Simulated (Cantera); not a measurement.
Source: NASA polynomial tables (part measured, part estimated), evaluated in Cantera. Values are per mole of reaction as written; species without (g) are pure solids or liquids, kept so even where they would boil at 1 bar.

3 Cu(OH)2 = 3 H2O(g) + 3 Cu + O3(g), with ΔH° = 767.3 kJ and ΔS° = 579.4 J/K at 300 K.

### Question
How far is the shortcut ΔG° ≈ ΔH°(300 K) − T·ΔS°(300 K) from the full temperature-dependent value at 773, 923, 1073, 1223, 1373 K?

### Answer
```json
[
 {"T (K)": "773", "shortcut (kJ)": "319.5", "full (kJ)": "339.5", "difference (kJ)": "-20.0", "difference in log10 K": "1.35", "condensed phases": "Cu(OH)2(s), Cu(s)"},
 {"T (K)": "923", "shortcut (kJ)": "232.6", "full (kJ)": "265.3", "difference (kJ)": "-32.7", "difference in log10 K": "1.85", "condensed phases": "Cu(OH)2(s), Cu(s)"},
 {"T (K)": "1073", "shortcut (kJ)": "145.7", "full (kJ)": "193.5", "difference (kJ)": "-47.8", "difference in log10 K": "2.33", "condensed phases": "Cu(OH)2(s), Cu(s)"},
 {"T (K)": "1223", "shortcut (kJ)": "58.8", "full (kJ)": "123.5", "difference (kJ)": "-64.8", "difference in log10 K": "2.77", "condensed phases": "Cu(OH)2(s), Cu(s)"},
 {"T (K)": "1373", "shortcut (kJ)": "-28.1", "full (kJ)": "54.7", "difference (kJ)": "-82.8", "difference in log10 K": "3.15", "condensed phases": "Cu(OH)2(s), Cu(l)"}
]
```
The shortcut ignores heat capacities and the phase changes listed.
